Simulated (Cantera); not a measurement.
Feed: 1 mol N₂O, 0.099 mol SO₂, 0.85 mol O₂, at 3300 K and 750 Torr.

These are equilibrium values from Cantera (NASA tables, ideal gas, pure condensed phases), not measurements of a reactor. Candidate condensed phases: S; 17 gas species. The numbers say what is thermodynamically allowed, not how fast it happens.

Base state: O₂ 0.385, N₂ 0.340, O 0.179, NO 0.0591, SO₂ 0.0277, SO 0.00839, S 0.000487, N 4.72e-5 (mole fractions); condensed: gas only.

What changes in the equilibrium state with this change: temperature from 3300 K to 2550 K?


```tsv
species	before	after
O₂	0.385	0.527
N₂	0.340	0.392
SO₂	0.0277	0.0397
O	0.179	0.0134
NO	0.0591	0.0280
S	0.000487	1.02e-6
N	4.72e-5	2.88e-7
SO	0.00839	0.000405
```
